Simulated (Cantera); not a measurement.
## Carbon deposition, reforming and gasification: C₂H₄ + H₂O + H₂

Feed: 1 mol C₂H₄, 1.3 mol H₂O, 4.2 mol H₂, equilibrated at 29.0 Pa.

Equilibrium computed with Cantera from the NASA thermochemical tables; the gas is ideal and each condensed phase is pure. Candidate condensed phases: C, C₆H₆, C₇H₈, C₈H₁₈, H₂O; 110 gas species. Equilibrium is a limit: real reactors are often held back by kinetics, nucleation or transport.

From 1700 K to 2600 K the condensed part is C(graphite). At 2700 K nothing is condensed. The main C-bearing gas is CO throughout.

```csv
T (K),x H₂,x H,x CO,x C₃,x C,n C(graphite)
1700,0.845,0.00795,0.147,1.55e-11,5.19e-11,0.699
1800,0.834,0.0192,0.146,3.95e-10,8.72e-10,0.697
1900,0.813,0.0420,0.145,7.12e-9,1.09e-8,0.694
2000,0.774,0.0840,0.142,9.56e-8,1.05e-7,0.689
2100,0.709,0.154,0.136,9.95e-7,8.17e-7,0.680
2200,0.611,0.259,0.129,8.33e-6,5.27e-6,0.667
2300,0.484,0.395,0.119,5.77e-5,2.88e-5,0.650
2400,0.343,0.547,0.107,0.000338,0.000137,0.622
2500,0.214,0.684,0.0968,0.00171,0.000574,0.541
2600,0.119,0.779,0.0886,0.00764,0.00215,0.218
2700,0.0626,0.835,0.0834,0.0110,0.00520,0
```
x: gas mole fraction; n: condensed amount in mol.
